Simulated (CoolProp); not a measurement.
Properties of n-butane along the isobar 0.927 MPa.

The numbers come from the reference Helmholtz-energy equation of state, Bücker 2006 in CoolProp.

```json
[
 {"T (K)": "250.9", "phase": "liquid", "Z": "0.04133", "speed of sound (m/s)": "(withheld)", "isothermal compressibility (1/MPa)": "0.001661", "Prandtl number": "4.55"},
 {"T (K)": "270.5", "phase": "liquid", "Z": "0.03962", "speed of sound (m/s)": "1057", "isothermal compressibility (1/MPa)": "0.002081", "Prandtl number": "4.12"},
 {"T (K)": "290", "phase": "liquid", "Z": "0.03831", "speed of sound (m/s)": "952.5", "isothermal compressibility (1/MPa)": "0.002665", "Prandtl number": "3.81"},
 {"T (K)": "309.5", "phase": "liquid", "Z": "0.03735", "speed of sound (m/s)": "847.5", "isothermal compressibility (1/MPa)": "0.003523", "Prandtl number": "3.57"},
 {"T (K)": "329", "phase": "liquid", "Z": "0.03677", "speed of sound (m/s)": "740.6", "isothermal compressibility (1/MPa)": "0.004880", "Prandtl number": "3.38"},
 {"T (K)": "368.1", "phase": "gas", "Z": "0.8468", "speed of sound (m/s)": "206.0", "isothermal compressibility (1/MPa)": "1.310", "Prandtl number": "0.833"},
 {"T (K)": "387.6", "phase": "gas", "Z": "(withheld)", "speed of sound (m/s)": "217.3", "isothermal compressibility (1/MPa)": "1.253", "Prandtl number": "0.808"},
 {"T (K)": "407.1", "phase": "gas", "Z": "0.8966", "speed of sound (m/s)": "227.1", "isothermal compressibility (1/MPa)": "1.216", "Prandtl number": "0.791"},
 {"T (K)": "426.6", "phase": "gas", "Z": "0.9133", "speed of sound (m/s)": "236.0", "isothermal compressibility (1/MPa)": "1.189", "Prandtl number": "0.777"},
 {"T (K)": "446.1", "phase": "gas", "Z": "0.9266", "speed of sound (m/s)": "244.1", "isothermal compressibility (1/MPa)": "(withheld)", "Prandtl number": "0.766"}
]
```

**Question.** Complete the blanks.

**Answer.** 
- 250.9, speed of sound (m/s): 1163
- 387.6, Z: 0.8752
- 446.1, isothermal compressibility (1/MPa): 1.169

Viscosity comes from a separate model (Vogel 1999). Thermal conductivity comes from a separate model (Perkins 2002).
